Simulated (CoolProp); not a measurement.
Vapour-liquid equilibrium of carbon dioxide (1) + CH3F (R41) (2) at -22.45 °C; x and y are mole fractions of (1).

The numbers come from the multi-fluid Helmholtz-energy mixture model, Span 1996 and Lemmon 2006; pair parameters Bell 2016 in CoolProp.

| x | bubble pressure (MPa) | y at the bubble point | dew pressure at overall composition x (MPa) | liquid density (mol/L) |
|---|---|---|---|---|
| 0.05 | 1.089 | 0.075 | 1.077 | 22.05 |
| 0.125 | 1.143 | 0.179 | 1.114 | 22.17 |
| 0.2 | 1.195 | 0.275 | 1.154 | 22.29 |
| 0.275 | 1.247 | 0.364 | 1.195 | 22.41 |
| 0.35 | 1.299 | 0.447 | 1.239 | 22.54 |
| 0.425 | 1.352 | 0.526 | 1.285 | 22.67 |
| 0.5 | 1.407 | 0.601 | 1.334 | 22.81 |
| 0.575 | 1.463 | 0.672 | 1.387 | 22.95 |
| 0.65 | 1.521 | 0.740 | 1.445 | 23.09 |
| 0.725 | 1.582 | 0.803 | 1.508 | 23.22 |
| 0.8 | 1.645 | 0.863 | 1.579 | 23.36 |
| 0.875 | 1.711 | 0.918 | 1.659 | 23.49 |
| 0.95 | 1.778 | 0.969 | 1.753 | 23.62 |

No azeotrope shows between x = 0.05 and 0.95.

The pair parameters rest on a limited set of measurements; away from them the model extrapolates.
